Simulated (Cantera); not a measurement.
Input (Python, Cantera) and output of one run.

```python
import numpy as np
import cantera as ct

gas_names = """
    O2 F2
""".split()
cond_names = """
    Ba(L) BaF2(b,c) BaO(s)
""".split()


# ... load() reads the species with a 1 bar reference pressure and builds the phases ...
species = {s.name: s for s in load("nasa_gas.yaml", gas_names) + load("nasa_condensed.yaml", cond_names)}
T = 1525
g = {n: (s.thermo.h(T) - T * s.thermo.s(T)) / (ct.gas_constant * T * np.log(10)) for n, s in species.items()}
valid = cond_names  # the entries whose range holds T


def stable(la, lb):
    # potentials (over RT ln 10) of the two non-metals from log10 p(O2) and log10 p(F2) in bar
    mu = {}
    mu["O"] = (g["O2"] + la) / 2
    mu["F"] = (g["F2"] + lb) / 2
    cost = {}
    for n in valid:
        c = species[n].composition
        cost[n] = (g[n] - sum(c.get(e, 0) * m for e, m in mu.items())) / c["Ba"]
    return min(cost, key=cost.get)


results = []
for lb in [0, -2.3, -4.6, -6.9, -9.2, -11.5, -13.8, -16.1, -18.4, -20.7, -23]:
    row = [stable(la, lb) for la in [-27, -25.5, -24, -22.5, -21, -19.5, -18, -16.5, -15, -13.5, -12, -10.5, -9, -7.5, -6, -4.5, -3, -1.5, 0]]
    results.append(row)
    print(f"{lb:6.1f}  " + " ".join(f"{valid.index(n):x}" for n in row))
print("key: " + ", ".join(f"{i:x} {n}" for i, n in enumerate(valid)))
```

It prints:

```
   0.0  1 1 1 1 1 1 1 1 1 1 1 1 1 1 1 1 1 1 1
  -2.3  1 1 1 1 1 1 1 1 1 1 1 1 1 1 1 1 1 1 1
  -4.6  1 1 1 1 1 1 1 1 1 1 1 1 1 1 1 1 1 1 1
  -6.9  1 1 1 1 1 1 1 1 1 1 1 1 1 1 1 1 1 1 1
  -9.2  1 1 1 1 1 1 1 1 1 1 1 1 1 1 1 1 1 1 1
 -11.5  1 1 1 1 1 1 1 1 1 1 1 1 1 1 1 1 1 1 1
 -13.8  1 1 1 1 1 1 1 1 1 1 1 1 1 1 1 1 1 1 1
 -16.1  1 1 1 1 1 1 1 1 1 1 1 1 1 1 1 1 1 1 1
 -18.4  1 1 1 1 1 1 1 1 1 1 1 1 1 1 1 1 1 1 1
 -20.7  1 1 1 1 1 1 1 1 1 1 1 1 1 1 1 1 2 2 2
 -23.0  1 1 1 1 1 1 1 1 1 1 1 1 1 2 2 2 2 2 2
key: 0 Ba(L), 1 BaF2(b,c), 2 BaO(s)
```

Source: NASA polynomial tables (part measured, part estimated), evaluated in Cantera. Not in the tables: the peroxide, oxide halides.
